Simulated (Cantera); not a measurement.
A Cantera script and its output.

```python
import numpy as np
import cantera as ct

gas = ct.Solution("gri30.yaml")
gas.TPX = 1200, 100000, {'CH4': 0.002, 'O2': 0.0081, 'N2': 1}
reactor = ct.IdealGasConstPressureReactor(gas, energy="off", clone=False)
net = ct.ReactorNet([reactor])
net.rtol, net.atol = 1e-08, 1e-18
show = ['CH4', 'O2', 'C2H', 'N2O', 'C2H4', 'CH2']
times = np.geomspace(9e-06, 300, 13)

steps = ct.SolutionArray(gas, extra=["t"])
rows = []
print(f"{'t/s':>10s}{'T/K':>9s}{'P/Pa':>11s}" + "".join(f"{s:>11s}" for s in show))
for t in times:
    while net.time < t:
        t_next = net.step()
        steps.append(gas.state, t=t_next)
    rows.append([np.interp(t, steps.t, y) for y in (steps.T, steps.P, *steps(*show).X.T)])
    print(f"{t:10.3e}{rows[-1][0]:9.1f}{rows[-1][1]:11.4g}" + "".join(f"{x:11.3e}" for x in rows[-1][2:]))
rate = np.gradient(steps.T, steps.t)
print("integrator steps:", len(steps.t))
if steps.T.max() > steps.T[0] + 200:
    print(f"time of steepest temperature rise: {steps.t[rate.argmax()]:.4e} s")
gas.TPX = 1200, 100000, {'CH4': 0.002, 'O2': 0.0081, 'N2': 1}
gas.equilibrate("TP")
print(f"equilibrium (TP): T = {gas.T:.1f} K  " + "  ".join(f"{s} {gas[s].X[0]:.3e}" for s in show))
```

Output:

```
       t/s      T/K       P/Pa        CH4         O2        C2H        N2O       C2H4        CH2
 9.000e-06   1200.0      1e+05  1.980e-03  8.019e-03  2.124e-43  1.085e-17  7.084e-23  3.235e-22
 3.812e-05   1200.0      1e+05  1.980e-03  8.019e-03  2.295e-39  5.747e-17  1.463e-20  1.870e-20
 1.615e-04   1200.0      1e+05  1.980e-03  8.019e-03  6.455e-36  4.639e-16  2.396e-18  3.549e-19
 6.839e-04   1200.0      1e+05  1.980e-03  8.019e-03  4.842e-33  4.000e-15  2.768e-16  2.523e-18
 2.896e-03   1200.0      1e+05  1.980e-03  8.019e-03  4.321e-30  4.481e-14  2.752e-14  2.760e-17
 1.227e-02   1200.0      1e+05  1.980e-03  8.019e-03  8.819e-27  5.793e-13  3.783e-12  6.530e-16
 5.196e-02   1200.0      1e+05  1.980e-03  8.019e-03  5.308e-23  5.469e-12  8.714e-10  2.755e-14
 2.201e-01   1200.0      1e+05  1.974e-03  8.015e-03  7.447e-20  4.828e-11  5.359e-08  1.996e-13
 9.322e-01   1200.0      1e+05  1.849e-03  7.936e-03  6.337e-16  1.005e-09  7.482e-06  6.294e-12
 3.948e+00   1200.0      1e+05 -9.288e-20  4.059e-03  1.737e-33  2.138e-07  9.496e-28 -3.042e-23
 1.672e+01   1200.0      1e+05 -3.349e-19  4.059e-03  1.393e-34  8.511e-09 -5.317e-28 -2.045e-23
 7.083e+01   1200.0      1e+05  4.490e-28  4.059e-03  2.133e-36  2.406e-09 -3.266e-36  1.078e-31
 3.000e+02   1200.0      1e+05  1.853e-28  4.059e-03  1.606e-36  2.406e-09  1.200e-38  7.874e-32
integrator steps: 2724
equilibrium (TP): T = 1200.0 K  CH4 2.788e-38  O2 4.044e-03  C2H 8.301e-58  N2O 2.402e-09  C2H4 6.220e-60  CH2 1.323e-41
```

Cantera simulation using GRI-Mech 3.0 (53 species, 325 reactions); the numbers are that mechanism's predictions, not measurements.
